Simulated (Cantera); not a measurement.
Charge: 1 mol NiS, 45 mol H2, 0.85 mol N2, equilibrated at 1975 K and 0.240 bar.

Equilibrium computed with Cantera from the NASA thermochemical tables; the gas is ideal and each condensed phase is pure. Candidate condensed phases: Ni, NiS, NiS2, Ni3S2, Ni3S4, S; 17 gas species. Equilibrium is a limit: real reactors are often held back by kinetics, nucleation or transport.

Base state: H2 0.959, N2 0.0184, H2S 0.0138, SH 0.00308, H 0.00273, S2 0.00217, Ni 0.000581, S 0.000256 (mole fractions); condensed: Ni(l).

**Question.** What changes in the equilibrium state with this change: temperature from 1975 K to 898 K?

**Answer.** 
```tsv
species	before	after
H2	0.959	0.974
N2	0.0184	0.0185
H2S	0.0138	0.00727
SH	0.00308	9.61e-9
Ni	0.000581	<1e-9
H	0.00273	<1e-9
S2	0.00217	1.08e-9
Ni(l), mol	0.965	0
Ni3S2(s), mol	0	0.333
```
